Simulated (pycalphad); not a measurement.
An equivalent pycalphad script:

```python
from pycalphad import Database, equilibrium, calculate, variables as v
import numpy as np
db = Database('COST507.tdb')
comps = ['SI', 'CU', 'VA']
phases = ['BCC_A2', 'CU19SI6_ETA', 'CU33SI7_DELTA', 'CU4SI_EPSILON', 'CU56SI11_GAMMA', 'DIAMOND_A4', 'FCC_A1', 'HCP_A3', 'LIQUID']
eq = equilibrium(db, comps, phases, {v.X('CU'): 0.645, v.T: np.arange(2350, 499, -100), v.P: 101325, v.N: 1}, output=['HM', 'SM'])
```

Computed with pycalphad from the COST 507 light-alloy database (1999), at 1 atm. These are 1990s assessments: newer ones move some temperatures and phases. Amounts are mole fractions of atoms. Kinetics are ignored, which matters at the lower temperatures.

Results at three of the temperatures:

```
T = 2350.00 K, P = 101325 Pa, N = 1 mol of atoms
G = -165136 J/mol, H = 71538 J/mol, S = 100.71 J/(mol K)  (SER reference)
chemical potentials (J/mol): Si -159798, Cu -168075
phase             fraction      x(Si)      x(Cu)
LIQUID              1.0000     0.3550     0.6450
```

```
T = 1650.00 K, P = 101325 Pa, N = 1 mol of atoms
G = -98120 J/mol, H = 50611 J/mol, S = 90.14 J/(mol K)  (SER reference)
chemical potentials (J/mol): Si -85331, Cu -105159
phase             fraction      x(Si)      x(Cu)
LIQUID              1.0000     0.3550     0.6450
```

```
T = 1250.00 K, P = 101325 Pa, N = 1 mol of atoms
G = -63650 J/mol, H = 38665 J/mol, S = 81.85 J/(mol K)  (SER reference)
chemical potentials (J/mol): Si -46267, Cu -73218
phase             fraction      x(Si)      x(Cu)
LIQUID              1.0000     0.3550     0.6450
```

Changes of the phase set, refined by bisection:

```csv
T (K),phases above,phases below
1168.7,liquid,diamond (Si) + liquid
1073.7,diamond (Si) + liquid,CU19SI6_ETA + diamond (Si)
```

Database names, with the compositions (at.%) that they take in these runs: CU19SI6_ETA: Cu 76 Si 24. The hcp model here describes the intermediate κ phase of Cu-Si.
